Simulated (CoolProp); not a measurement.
The fluid at 458.22 K and 7.08 MPa (stagnation) flows isentropically through a choked orifice. The same conditions are run with several fluids, on thermodynamics alone (safety and materials aside).

Model: reference Helmholtz-energy equation of state of each fluid (R123: Younglove 1994; carbonyl sulfide: Lemmon 2006; isobutane: Bücker 2006; CF4 (R14): Platzer 1990; propyne: Polt 1992), in CoolProp. The equations of Platzer and Polt are older, rougher fits.

```csv
fluid,throat to inlet pressure ratio,mass flux (kg/(m² s)),throat temperature (K)
R123,?,?,447.0
carbonyl sulfide,?,?,406.0
isobutane,0.675,23800,437.0
CF4 (R14),?,21900,?
propyne,?,?,424.9
```

### Question
What belongs in the gaps?

### Answer

- R123, throat to inlet pressure ratio: 0.442
- R123, mass flux (kg/(m² s)): 79400
- carbonyl sulfide, throat to inlet pressure ratio: 0.572
- carbonyl sulfide, mass flux (kg/(m² s)): 20600
- CF4 (R14), throat to inlet pressure ratio: 0.574
- CF4 (R14), throat temperature (K): 427.5
- propyne, throat to inlet pressure ratio: 0.612
- propyne, mass flux (kg/(m² s)): 16700
